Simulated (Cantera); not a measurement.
Standard-state values (1 bar) from the NASA 1993 polynomials, evaluated with Cantera. Values are per mole of reaction as written; species without (g) are pure solids or liquids, kept so even where they would boil at 1 bar.

2 Ta + 10 NO(g) = 5 N2O(g) + Ta2O5

```csv
T (K),ΔH° (kJ),ΔS° (J/K),ΔG° (kJ),log10 K,condensed phases
300,…,…,…,…,"Ta(s), Ta2O5(s)"
2473,-2280.5,-780.5,-350.3,7.40,"Ta(s), Ta2O5(l)"
2523,-2274.8,-778.2,-311.3,6.44,"Ta(s), Ta2O5(l)"
2573,…,…,…,…,"Ta(s), Ta2O5(l)"
2623,…,…,…,…,"Ta(s), Ta2O5(l)"
2673,-2257.9,-771.7,-195.0,3.81,"Ta(s), Ta2O5(l)"
2723,…,…,…,…,"Ta(s), Ta2O5(l)"
```

**Question.** Complete the blanks.

**Answer.** 
- 300, ΔH° (kJ): -2550.7
- 300, ΔS° (J/K): -947.3
- 300, ΔG° (kJ): -2266.5
- 300, log10 K: 394.63
- 2573, ΔH° (kJ): -2269.1
- 2573, ΔS° (J/K): -776.0
- 2573, ΔG° (kJ): -272.4
- 2573, log10 K: 5.53
- 2623, ΔH° (kJ): -2263.4
- 2623, ΔS° (J/K): -773.8
- 2623, ΔG° (kJ): -233.7
- 2623, log10 K: 4.65
- 2723, ΔH° (kJ): -2252.3
- 2723, ΔS° (J/K): -769.7
- 2723, ΔG° (kJ): -156.5
- 2723, log10 K: 3.00
